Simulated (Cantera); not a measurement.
Feed: 1 mol BF₃, 2.5 mol O₂, 2.1 mol N₂, equilibrated at 1673 K and 31.0 Pa.

Equilibrium computed with Cantera from the NASA thermochemical tables; the gas is ideal and each condensed phase is pure. Candidate condensed phases: B, BN, B₂O₃; 31 gas species. Rates play no part.

Base state: O₂ 0.441, N₂ 0.372, BF₃ 0.175, F 0.00583, BOF 0.00291, NO 0.00260, O 0.00126, BOF₂ 1.60e-5 (mole fractions); condensed: gas only.

What changes in the equilibrium state with this change: BF₃ replaced by B₂H₆?


```csv
species,before,after
N₂,0.372,0.344
HBO₂,0,0.280
H₂O,0,0.188
O₂,0.441,9.82e-7
BF₃,0.175,0
H₂,0,0.162
B₂O₃,<1e-9,0.0236
F,0.00583,0
BOF,0.00291,0
H,0,0.00260
HBO,0,0.000345
```
The feed counts by its element totals alone. Further candidate phases: B₃O₃H₃, H₂O.

What changes in the equilibrium state with this change: pressure from 31.0 Pa to 133 Pa?


```tsv
species	before	after
O₂	0.441	0.443
N₂	0.372	0.373
BF₃	0.175	0.177
F	0.00583	0.00283
O	0.00126	0.000609
BOF	0.00291	0.00140
BOF₂	1.60e-5	1.61e-5
```

What changes in the equilibrium state with this change: pressure from 31.0 Pa to 2600 Pa?


```json
[
 {"species": "O₂", "before": "0.441", "after": "0.445"},
 {"species": "N₂", "before": "0.372", "after": "0.373"},
 {"species": "BF₃", "before": "0.175", "after": "0.178"},
 {"species": "F", "before": "0.00583", "after": "0.000646"},
 {"species": "BOF", "before": "0.00291", "after": "0.000315"},
 {"species": "O", "before": "0.00126", "after": "0.000138"}
]
```
